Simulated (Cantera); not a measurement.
Standard-state values (1 bar) from the NASA 1993 polynomials, evaluated with Cantera. Values are per mole of reaction as written; species without (g) are pure solids or liquids, kept so even where they would boil at 1 bar.

H2O2(g) + 4 TiO(g) → 2 Ti2O3 + 2 H(g), with ΔH° = -2686.8 kJ and ΔS° = -783.5 J/K at 300 K.

**Question.** How far is the shortcut ΔG° ≈ ΔH°(300 K) − T·ΔS°(300 K) from the full temperature-dependent value at 1400, 1425, 1450, 1475, 1500, 1525, 1550, 1575, 1600 K?

**Answer.** 
```
T (K)  shortcut (kJ)  full (kJ)  difference (kJ)  difference in log10 K
-----  -------------  ---------  ---------------  ---------------------
1400         -1589.9    -1704.5            114.6                  -4.28
1425         -1570.3    -1689.3            119.0                  -4.36
1450         -1550.7    -1674.1            123.4                  -4.45
1475         -1531.1    -1659.0            127.9                  -4.53
1500         -1511.5    -1644.0            132.4                  -4.61
1525         -1492.0    -1629.0            137.0                  -4.69
1550         -1472.4    -1614.0            141.6                  -4.77
1575         -1452.8    -1599.1            146.3                  -4.85
1600         -1433.2    -1584.2            151.0                  -4.93
```
The shortcut ignores the heat-capacity change of the reaction.
